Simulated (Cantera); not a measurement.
Feed: 1 mol Pb, 0.027 mol H2O, 260 mol H2, at 1402 °C and 0.410 bar.

Equilibrium computed with Cantera from the NASA thermochemical tables; the gas is ideal and each condensed phase is pure. Candidate condensed phases: H2O, Pb, PbO, PbO2, Pb3O4; 12 gas species. The numbers say what is thermodynamically allowed, not how fast it happens.

Base state: H2 0.996, Pb 0.00383, H 0.000181, H2O 0.000103 (mole fractions); condensed: gas only.

Question: What changes in the equilibrium state with this change: Pb replaced by Si?

Answer: 
| species | before | after |
|---|---|---|
| H2 | 0.996 | 1.000 |
| H | 0.000181 | 0.000181 |
| SiO | 0 | 0.000104 |
| Pb | 0.00383 | 0 |
| SiH2 | 0 | 1.12e-5 |
| H2O | 0.000103 | 8.43e-8 |
| Si(s), mol | 0 | 0.969 |
Gases not in the tables: Si2H6 and higher silanes. Further candidate phases: Si, SiO2.
